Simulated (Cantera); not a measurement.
Input: 1 mol Si2Cl6, 33 mol NH3, 1.4 mol N2, equilibrated at 0.133 bar.

These are equilibrium values from Cantera (NASA tables, ideal gas, pure condensed phases), not measurements of a reactor. Candidate condensed phases: NH4Cl, Si, Si3N4; 28 gas species. The feed counts by its element totals alone. Rates play no part.

Over these rows the condensed part is Si3N4(s). Partial pressures as log10 of bar:

```json
[
 {"T (K)": "1225", "1000/T (1/K)": "0.8163", "log p SiCl2": "-6.25", "log p H2": "-1.05", "log p N2": "-1.50", "log p HCl": "-1.94"},
 {"T (K)": "1325", "1000/T (1/K)": "0.7547", "log p SiCl2": "-5.41", "log p H2": "-1.05", "log p N2": "-1.50", "log p HCl": "-1.94"},
 {"T (K)": "1425", "1000/T (1/K)": "0.7018", "log p SiCl2": "-4.69", "log p H2": "-1.05", "log p N2": "-1.49", "log p HCl": "-1.94"},
 {"T (K)": "1525", "1000/T (1/K)": "0.6557", "log p SiCl2": "-4.07", "log p H2": "-1.05", "log p N2": "-1.49", "log p HCl": "-1.94"},
 {"T (K)": "1625", "1000/T (1/K)": "0.6154", "log p SiCl2": "?", "log p H2": "-1.05", "log p N2": "-1.49", "log p HCl": "-1.96"},
 {"T (K)": "1725", "1000/T (1/K)": "0.5797", "log p SiCl2": "-3.16", "log p H2": "-1.05", "log p N2": "-1.49", "log p HCl": "-2.00"}
]
```

Problem. Fit log p(SiCl2) = a + b·(1000/T) to the five rows, give the apparent enthalpy, and predict the row at 1625 K.

Solution. Means: 1000/T = 0.7016, log p = -4.716. Sxy = -0.432124, Sxx = 0.0329422, so b = -13.12 and a = -4.716 − (-13.12)×0.7016 = 4.49.
Apparent enthalpy: −19.145 × (-13.12) = 251 kJ/mol. With the condensed phases at unit activity, 1/3 Si3N4(s) + 2 HCl(g) = SiCl2(g) + H2(g) + 2/3 N2(g) links this pressure to the main gases: over the six rows their terms move log p by -0.13 in all, so the slope is close to that reaction's ΔH°. The five rows lie within 0.04 of the line.
Prediction at 1625 K: 4.49 + (-13.12)×0.6154 = -3.58. The computed value is -3.56, 0.02 from the line.
